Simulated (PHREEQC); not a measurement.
## Metal-bearing waste water (model solution)

A solution holds 0.002 mol ZnSO4, 3.8e-05 mol CaCl2, 0.016 mol HCl and 0.00022 mol NaHSO4 per kg of water, at 45 °C. Closed to the air; pH follows from the charge balance.

The numbers come from PHREEQC with the ion-association model, wateq4f.dat.

Precipitation was switched off in this run.

Q: Predict the pH.

A: pH 1.88.

Q: In which forms is Zn present?

A: Zn+2 88 %, ZnSO4 6.8 %, ZnCl+ 5.0 % of the Zn.

At this temperature some constants are extrapolated from 25 °C, and those without enthalpy data are left unchanged.
